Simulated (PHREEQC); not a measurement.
1 kg of water holding 0.29 mol/kgw NaHCO3, 0.053 mol/kgw KCl, 0.048 mol/kgw Na2SO4 and 0.11 mol/kgw Na2CO3 is evaporated at 25 °C; the solids stay in contact with the brine. The system is closed to CO2. Solids allowed: Arcanite, Burkeite, Glaserite, Halite, Kalicinite, Mirabilite, Misenite, Nahcolite, Natron, Sylvite, Thenardite, Trona. Others were left out.

Equilibrium calculation in PHREEQC: Pitzer model, pitzer.dat.

```csv
water left (kg),ionic strength,water activity,Nahcolite (mol),Trona (mol),Glaserite (mol)
1,0.817,0.983,0,0,0
0.8219,(withheld),0.980,0,0,0
0.6755,1.21,0.976,0,0,0
0.5552,1.47,0.972,0,0,0
0.4563,1.79,0.966,0,0,0
0.375,2.18,0.959,0,0,0
0.3082,2.65,0.951,0,0,0
0.2533,3.11,0.945,0.0300,0,0
0.2082,3.53,0.940,0.0828,0,0
0.1711,4.04,0.934,0.126,0,0
0.1407,4.67,0.926,(withheld),0,0
0.1156,(withheld),0.915,0.188,0,0
0.09502,(withheld),0.902,0.211,0,0
0.07808,7.54,0.883,0.229,0,0
0.06405,8.80,0.861,0.239,0.00342,0
0.05165,9.14,(withheld),0.223,0.0305,0
0.04147,9.45,0.840,0.210,0.0522,0.00108
0.03316,9.41,0.832,0.201,0.0686,0.00490
0.02635,9.41,0.821,0.194,0.0818,0.00801
0.02076,9.51,0.803,0.189,0.0920,0.0105
0.0162,9.81,0.777,(withheld),0.0996,0.0126
0.01253,9.60,0.751,0.183,0.104,0.0137
```

Question: Fill in the missing entries.

Answer: 
- 0.8219, ionic strength: 0.994
- 0.1407, Nahcolite (mol): 0.160
- 0.1156, ionic strength: 5.44
- 0.09502, ionic strength: 6.38
- 0.05165, water activity: 0.851
- 0.0162, Nahcolite (mol): 0.185
